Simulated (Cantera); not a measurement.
SO2 + O2 + N2 (abatement and gas-phase synthesis)

Feed: 1 mol SO2, 0.41 mol O2, 0.00027 mol N2, at 0.000200 bar.

Equilibrium computed with Cantera from the NASA thermochemical tables; the gas is ideal and each condensed phase is pure. Candidate condensed phases: S; 17 gas species. The numbers say what is thermodynamically allowed, not how fast it happens.

```csv
T (K),log p SO2,log p O2,log p SO3,log p O
923,-3.86,-4.25,-5.30,-13.03
1023,-3.85,-4.24,-5.83,-11.63
1123,-3.85,-4.24,-6.27,-10.48
1223,-3.85,-4.24,-6.64,-9.51
1323,-3.85,-4.24,-6.95,-8.69
1423,-3.85,-4.24,-7.21,-7.99
1523,-3.85,-4.24,-7.44,-7.38
1623,-3.85,-4.24,-7.65,-6.84
1723,-3.85,-4.24,-7.82,-6.36
1823,-3.85,-4.24,-7.98,-5.94
```
log p: log10 of the partial pressure in bar; nothing condenses.

From 923 K to 1823 K nothing is condensed.
